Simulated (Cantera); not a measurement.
Charge: 1 mol SiH₄, 420 mol H₂, equilibrated at 1330 Pa.

These are equilibrium values from Cantera (NASA tables, ideal gas, pure condensed phases), not measurements of a reactor. Candidate condensed phases: Si; 9 gas species. The numbers say what is thermodynamically allowed, not how fast it happens. All values below are at 1525 K.

Base state: H₂ 1.000, H 0.000205 (mole fractions); condensed: Si(s).

Q: What changes in the equilibrium state with this change: SiH₄ replaced by SiHCl₃?

A: 
| species | before | after |
|---|---|---|
| H₂ | 1.000 | 0.993 |
| HCl | 0 | 0.00680 |
| H | 0.000205 | 0.000204 |
| SiCl₂ | 0 | 0.000152 |
| Si(s), mol | 0.998 | 0.934 |
